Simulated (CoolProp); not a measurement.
Vapour-liquid equilibrium of R125 (1) + dimethyl ether (2) at 0.352 MPa; x and y are mole fractions of (1).

Computed with CoolProp (multi-fluid Helmholtz-energy mixture model, Lemmon 2005 and Wu 2011; pair parameters Bell 2016).

| x | bubble temperature (°C) | y at the bubble point | dew temperature at overall composition x (°C) | liquid density (mol/L) |
|---|---|---|---|---|
| 0.05 | 7.4 | 0.071 | 7.7 | 14.74 |
| 0.2 | 4.8 | 0.285 | ? | ? |
| 0.35 | 1.5 | 0.493 | 3.9 | 13.72 |
| 0.5 | -2.7 | 0.681 | 1.4 | 13.25 |
| 0.65 | -7.7 | 0.832 | -1.9 | 12.81 |
| 0.8 | -12.8 | 0.934 | ? | 12.36 |
| 0.95 | -17.5 | ? | -14.0 | 11.86 |

Problem. Complete the blanks.

Solution. 
- 0.2, dew temperature at overall composition x (°C): 5.9
- 0.2, liquid density (mol/L): 14.21
- 0.8, dew temperature at overall composition x (°C): -6.4
- 0.95, y at the bubble point: 0.989

No azeotrope shows between x = 0.05 and 0.95.

The pair parameters rest on a limited set of measurements; away from them the model extrapolates.
